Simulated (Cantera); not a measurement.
Diamond growth

A diamond (100) surface in a fixed gas of H2 with x(CH4) = 0.013, x(H) = 0.014, at 1125 K, 15.0 Torr; coverages are run to steady state.

Cantera simulation using the Harris–Goodwin 1993 mechanism for the reconstructed diamond (100) surface; the numbers are that mechanism's predictions, not measurements.

```csv
x(CH3),growth (µm/h),θ c6HH,θ c6H*,θ c6*H,θ c6**,θ c6HM
1e-06,0.0114,0.492,0.0305,0.456,0.0212,1.55e-5
2.6e-06,0.0297,0.492,0.0305,0.456,0.0212,4.02e-5
6.8e-06,0.0777,0.492,0.0305,0.456,0.0212,0.000105
1.8e-05,0.206,0.492,0.0305,0.456,0.0211,0.000278
4.6e-05,0.525,0.492,0.0305,0.456,0.0211,0.000710
0.00012,1.37,0.491,0.0304,0.455,0.0210,0.00185
0.00032,3.62,0.489,0.0303,0.453,0.0209,0.00490
0.00082,9.13,0.483,0.0299,0.447,0.0204,0.0124
0.0021,22.5,0.470,0.0290,0.434,0.0194,0.0304
```
θ: site fractions in the mechanism's names (c6HH fully hydrogenated, c6H* and c6*H radical sites, c6** diradical, c6HM methylated).
